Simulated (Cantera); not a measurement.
**Iron carbonyl, mercury and lead vapours: PbO + CO + N₂**

A closed system holds: 1 mol PbO, 0.039 mol CO, 0.15 mol N₂, held at 1373.15 K.

Method: chemical equilibrium by Gibbs-energy minimisation in Cantera with the NASA 1993 tables (ideal gas, pure condensed phases). Candidate condensed phases: C, Pb, PbO, PbO₂, Pb₃O₄; 27 gas species. Each liquid is taken as pure. Mutual solubility and eutectic melting of coexisting phases are not modelled. Gases not in the tables: (PbO)n polymers. Kinetics and transport are ignored.

| P (Pa) | x N₂ | x PbO | x Pb | x CO₂ | x O₂ | n PbO(l) | n Pb(l) |
|---|---|---|---|---|---|---|---|
| 10 | 0.111 | 0.474 | 0.267 | 0.0289 | 0.119 | 0 | 0 |
| 52 | 0.116 | 0.594 | 0.183 | 0.0303 | 0.0762 | 0 | 0 |
| 270 | 0.236 | 0.553 | 0.120 | 0.0614 | 0.0294 | 0.572 | 0 |
| 1400 | 0.588 | 0.107 | 0.153 | 0.153 | 0.000130 | 0.934 | 0 |
| 7200 | 0.706 | 0.0207 | 0.0893 | 0.183 | 2.82e-6 | 0.957 | 0.0200 |
| 37000 | 0.777 | 0.00403 | 0.0174 | 0.202 | 5.48e-7 | 0.960 | 0.0356 |
| 190000 | 0.790 | 0.000785 | 0.00338 | 0.205 | 1.07e-7 | 0.961 | 0.0383 |
| 1000000 | 0.793 | 0.000149 | 0.000643 | 0.206 | 2.03e-8 | 0.961 | 0.0388 |
x: gas mole fraction; n: condensed amount in mol.

From 0.0750 Torr to 0.390 Torr nothing is condensed. From 2.03 Torr to 10.5 Torr the condensed part is PbO(l). From 54.0 Torr to 7500 Torr the condensed part is Pb(l) + PbO(l).
